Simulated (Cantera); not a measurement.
Hydrocarbon pyrolysis for carbon deposition

An isothermal, constant-pressure homogeneous reactor starts with CH₄ : N₂ : H₂O = 1 : 5.1 : 0.28 (molar parts), at 1450 K and 44000 Pa.

Cantera simulation using GRI-Mech 3.0 (53 species, 325 reactions); the numbers are that mechanism's predictions, not measurements. GRI-Mech 3.0 stops at C3 and has no aromatics, soot or wall deposition, so with more carbon than oxygen in the feed, carbon stays in small species such as C2H2 where larger ones or solid carbon would form.

```
t (s)     x CH₄    x C₂H₄     x C₂H     x CH₃     x HCN    x C₂H₆
--------  -----  --------  --------  --------  --------  --------
2.00e-6   0.157    <1e-12    <1e-12   3.21e-8    <1e-12    <1e-12
6.59e-6   0.157    <1e-12    <1e-12   1.23e-7    <1e-12    <1e-12
2.17e-5   0.157  1.08e-12    <1e-12   4.24e-7    <1e-12  8.87e-12
7.17e-5   0.157  5.38e-11    <1e-12   1.42e-6    <1e-12  3.30e-10
0.000236  0.157   2.15e-9    <1e-12   4.67e-6    <1e-12   1.19e-8
0.000779  0.157   7.50e-8    <1e-12   1.47e-5    <1e-12   3.90e-7
0.00257   0.157   1.80e-6    <1e-12   3.48e-5    <1e-12   8.12e-6
0.00847   0.157   1.98e-5    <1e-12   5.42e-5    <1e-12   5.53e-5
0.0279    0.156  0.000178    <1e-12   8.47e-5    <1e-12  0.000193
0.0920    0.153   0.00108  2.20e-11  0.000108  5.13e-12  0.000339
0.303     0.142   0.00176  2.00e-10   9.14e-5  4.92e-11  0.000237
1.00      0.119   0.00107  5.84e-10   6.63e-5  2.87e-10  0.000116
```
x: mole fraction; the columns are a selection and need not sum to one.

Equilibrium at this temperature and pressure: CH₄ 0.00983, C₂H₄ 0.000839, C₂H 6.82e-10, CH₃ 5.82e-6, HCN 0.0496, C₂H₆ 1.12e-6 (gas phase only).
